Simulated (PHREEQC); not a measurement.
Dissolve 0.21 mol/kgw AgNO3, 0.0079 mol/kgw HNO3 and 0.00019 mol/kgw Zn(NO3)2 at 64 °C. Closed to the air; pH follows from the charge balance.

The numbers come from PHREEQC with the ion-association model, wateq4f.dat.

Each row changes one thing in this solution. No solid was allowed to form.

```tsv
case	pH	ZnOH+ (mol/kgw)	AgOH (mol/kgw)	SI of Ag2O (Ag2O)	SI of Zincite(c) (ZnO)
as made	2.21	1.88e-10	2.22e-11	-8.96	-9.12
Zn(NO3)2 from 0.00019 to 0.00038 mol/kgw	2.21	3.75e-10	2.22e-11	-8.96	-8.82
temperature from 64 to 45 °C	2.21	5.81e-11	2.23e-11	-9.36	-9.95
temperature from 64 to 55 °C	2.21	1.10e-10	2.23e-11	-9.14	-9.50
HNO3 left out	5.97	1.09e-6	1.29e-7	-1.43	-1.60
```

Complexes and solids missing from the database can't appear. At this temperature some constants are extrapolated from 25 °C, and those without enthalpy data are left unchanged.
